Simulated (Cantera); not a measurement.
Cantera run, input and output.

```python
import numpy as np
import cantera as ct

gas = ct.Solution("gri30.yaml", transport_model="mixture-averaged")
show = ['OH', 'H2', 'C2H2']

rows = []
print(f"{'T/K':>7s}{'rho':>11s}{'cp':>10s}{'mu':>11s}{'lambda':>11s}{'Pr':>7s}" + "".join(f"{'D_' + s:>11s}" for s in show))
for T in [400, 550, 700, 850, 1000, 1150, 1300, 1450]:
    gas.TPX = T, 101325, {'NO': 0.15}
    Pr = gas.cp_mass * gas.viscosity / gas.thermal_conductivity
    D = [gas.mix_diff_coeffs_mole[gas.species_index(s)] for s in show]
    rows.append([gas.density, gas.cp_mass, gas.viscosity, gas.thermal_conductivity, Pr, *D])
    print(f"{T:7g}{gas.density:11.4e}{gas.cp_mass:10.1f}{gas.viscosity:11.4e}"
          f"{gas.thermal_conductivity:11.4e}{Pr:7.3f}" + "".join(f"{d:11.4e}" for d in D))
print("SI units: kg/m3, J/kg/K, Pa s, W/m/K, m2/s")
```

Result:

```
    T/K        rho        cp         mu     lambda     Pr       D_OH       D_H2     D_C2H2
    400 9.1418e-01     998.6 2.3120e-05 3.2415e-02  0.712 5.1686e-05 1.2659e-04 2.7608e-05
    550 6.6486e-01    1028.1 2.8863e-05 4.1984e-02  0.707 8.8851e-05 2.1599e-04 4.8280e-05
    700 5.2239e-01    1067.4 3.3953e-05 5.1279e-02  0.707 1.3331e-04 3.2287e-04 7.3099e-05
    850 4.3020e-01    1103.5 3.8609e-05 6.0168e-02  0.708 1.8444e-04 4.4581e-04 1.0169e-04
   1000 3.6567e-01    1132.7 4.2948e-05 6.8643e-02  0.709 2.4180e-04 5.8377e-04 1.3377e-04
   1150 3.1797e-01    1153.1 4.7043e-05 7.6728e-02  0.707 3.0505e-04 7.3593e-04 1.6914e-04
   1300 2.8129e-01    1170.7 5.0942e-05 8.4459e-02  0.706 3.7392e-04 9.0163e-04 2.0765e-04
   1450 2.5219e-01    1185.8 5.4678e-05 9.1868e-02  0.706 4.4816e-04 1.0803e-03 2.4915e-04
SI units: kg/m3, J/kg/K, Pa s, W/m/K, m2/s
```

Cantera simulation using GRI-Mech 3.0 (53 species, 325 reactions); the numbers are that mechanism's predictions, not measurements. The composition is frozen, though it would react at the higher temperatures.
